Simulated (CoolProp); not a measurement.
Saturation properties of R1234ze(Z) (Tc = 423.3 K, pc = 3.531 MPa, ω = 0.327).

Model: reference Helmholtz-energy equation of state, Akasaka 2019, in CoolProp.

| T (K) | p (MPa) | liquid density (kg/m³) | vapour Z | surface tension (mN/m) |
|---|---|---|---|---|
| 287.1 | 0.1191 | 1253 | 0.9442 | [?] |
| 291.3 | 0.1392 | 1243 | 0.9381 | 13.6 |
| 295.4 | 0.1612 | 1232 | 0.9317 | 13.1 |
| 299.6 | 0.1866 | 1221 | 0.9246 | 12.6 |
| 303.8 | 0.2149 | 1209 | 0.9172 | 12.1 |
| 308 | 0.2464 | 1198 | 0.9093 | 11.6 |
| 312.1 | 0.2806 | [?] | 0.9011 | 11.1 |
| 316.3 | 0.3192 | 1174 | 0.8922 | 10.6 |
| 320.5 | 0.3619 | 1162 | 0.8828 | 10.1 |
| 324.7 | 0.4087 | 1150 | 0.8730 | 9.56 |
| 328.8 | 0.4588 | [?] | 0.8628 | 9.08 |
| 333 | 0.5148 | 1124 | 0.8519 | [?] |

**Question.** Complete the blanks.

**Answer.** 
- 287.1, surface tension (mN/m): 14.2
- 312.1, liquid density (kg/m³): 1186
- 328.8, liquid density (kg/m³): 1137
- 333, surface tension (mN/m): 8.59

It boils at 282.9 K under 1 atm.

Surface tension comes from a separate correlation (Kondou 2015).
